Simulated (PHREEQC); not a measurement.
Brine (model solution)

Solution (30 °C): 0.96 mol KOH and 0.054 mol K2SO4 per kg of water. Closed to the air; pH follows from the charge balance.

The numbers come from PHREEQC with the Pitzer model, pitzer.dat.

Each row changes one thing in this solution. Precipitation was switched off in this run.

```
case                                              pH  SI of Arcanite (K2SO4)
---------------------------------------------  -----  ----------------------
as made                                        13.75                   -0.92
temperature from 30 to 45 °C                   13.30                   -1.08
K2SO4 from 0.054 to 0.0108 mol/kgw             13.75                   -1.64
K2SO4 from 0.054 to 0.0594 mol/kgw             13.75                   -0.87
temperature from 30 to 75 °C                   12.57                   -1.32
0.33 mol/kgw NaOH added                        13.89                   -0.99
KOH from 0.96 to 1.06 mol/kgw                  13.81                   -0.87
K2SO4 replaced by NaHSO4 at the same molality  13.71                   -0.99
```

In brines, pH and single-ion activities rest on the MacInnes convention. Away from 25 °C the constants follow the database's enthalpies or fits; those with neither stay at their 25 °C values.
